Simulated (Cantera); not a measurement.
A Cantera script and what it prints.

```python
import numpy as np
import cantera as ct

gas_names = """
    CL CL2 H HCL H2 N NH NH2 NH3 N2 N2H2 N2H4 Si SiCL SiCL2 SiCL3 SiCL4 SiH SiHCL3 SiH2 SiH2CL2 SiH3
    SiH3CL SiH4 SiN Si2 Si2N Si3
""".split()
cond_names = """
    NH4CL(a) NH4CL(b) Si(cr) Si(L) Si3N4(a)
""".split()


# ... load() reads the species with a 1 bar reference pressure and builds the phases ...
atoms = {
    'SiHCl3': {'Si': 1, 'H': 1, 'CL': 3},
    'NH3': {'N': 1, 'H': 3},
}
top_T = {'Si3N4(a)': 2400}  # K; cautious upper limits of use, not melting points


# ... equilibrate(T, P, feed) seeds the gas with the atoms and calls Mixture.equilibrate('TP', solver="vcs", rtol=1e-11, max_steps=5000) ...
results = []
feed = {'SiHCl3': 1, 'NH3': 27}  # mol
for P in [5, 13, 36, 98, 260, 710, 1900, 5100, 14000, 37000, 100000]:
    for T in [1223, 1323, 1423, 1523, 1623, 1723, 1823, 1923, 2023]:
        mix = equilibrate(T, P, feed)
        results.append((T, P, feed, dict(zip(mix.species_names, mix.species_moles))))

for T, P, feed, n in results:
    print(f"{T:7g} {P:10.4g}  " + (" + ".join(c for c in cond_names if n.get(c, 0) > 1e-12) or "gas only"))
```

It prints:

```
   1223          5  Si3N4(a)
   1323          5  Si3N4(a)
   1423          5  Si3N4(a)
   1523          5  Si(cr)
   1623          5  Si(cr)
   1723          5  gas only
   1823          5  gas only
   1923          5  gas only
   2023          5  gas only
   1223         13  Si3N4(a)
   1323         13  Si3N4(a)
   1423         13  Si3N4(a)
   1523         13  Si(cr)
   1623         13  Si(cr)
   1723         13  Si(L)
   1823         13  gas only
   1923         13  gas only
   2023         13  gas only
   1223         36  Si3N4(a)
   1323         36  Si3N4(a)
   1423         36  Si3N4(a)
   1523         36  Si3N4(a)
   1623         36  Si(cr)
   1723         36  Si(L)
   1823         36  gas only
   1923         36  gas only
   2023         36  gas only
   1223         98  Si3N4(a)
   1323         98  Si3N4(a)
   1423         98  Si3N4(a)
   1523         98  Si3N4(a)
   1623         98  Si(cr)
   1723         98  Si(L)
   1823         98  Si(L)
   1923         98  gas only
   2023         98  gas only
   1223        260  Si3N4(a)
   1323        260  Si3N4(a)
   1423        260  Si3N4(a)
   1523        260  Si3N4(a)
   1623        260  Si3N4(a)
   1723        260  Si(L)
   1823        260  Si(L)
   1923        260  Si(L)
   2023        260  gas only
   1223        710  Si3N4(a)
   1323        710  Si3N4(a)
   1423        710  Si3N4(a)
   1523        710  Si3N4(a)
   1623        710  Si3N4(a)
   1723        710  Si(L)
   1823        710  Si(L)
   1923        710  Si(L)
   2023        710  Si(L)
   1223       1900  Si3N4(a)
   1323       1900  Si3N4(a)
   1423       1900  Si3N4(a)
   1523       1900  Si3N4(a)
   1623       1900  Si3N4(a)
   1723       1900  Si3N4(a)
   1823       1900  Si(L)
   1923       1900  Si(L)
   2023       1900  Si(L)
   1223       5100  Si3N4(a)
   1323       5100  Si3N4(a)
   1423       5100  Si3N4(a)
   1523       5100  Si3N4(a)
   1623       5100  Si3N4(a)
   1723       5100  Si3N4(a)
   1823       5100  Si(L)
   1923       5100  Si(L)
   2023       5100  Si(L)
   1223    1.4e+04  Si3N4(a)
   1323    1.4e+04  Si3N4(a)
   1423    1.4e+04  Si3N4(a)
   1523    1.4e+04  Si3N4(a)
   1623    1.4e+04  Si3N4(a)
   1723    1.4e+04  Si3N4(a)
   1823    1.4e+04  Si3N4(a)
   1923    1.4e+04  Si(L)
   2023    1.4e+04  Si(L)
   1223    3.7e+04  Si3N4(a)
   1323    3.7e+04  Si3N4(a)
   1423    3.7e+04  Si3N4(a)
   1523    3.7e+04  Si3N4(a)
   1623    3.7e+04  Si3N4(a)
   1723    3.7e+04  Si3N4(a)
   1823    3.7e+04  Si3N4(a)
   1923    3.7e+04  Si3N4(a)
   2023    3.7e+04  Si(L)
   1223      1e+05  Si3N4(a)
   1323      1e+05  Si3N4(a)
   1423      1e+05  Si3N4(a)
   1523      1e+05  Si3N4(a)
   1623      1e+05  Si3N4(a)
   1723      1e+05  Si3N4(a)
   1823      1e+05  Si3N4(a)
   1923      1e+05  Si3N4(a)
   2023      1e+05  Si3N4(a)
```

Equilibrium computed with Cantera from the NASA thermochemical tables; the gas is ideal and each condensed phase is pure. The tables' values for SiCl3 are old estimates.
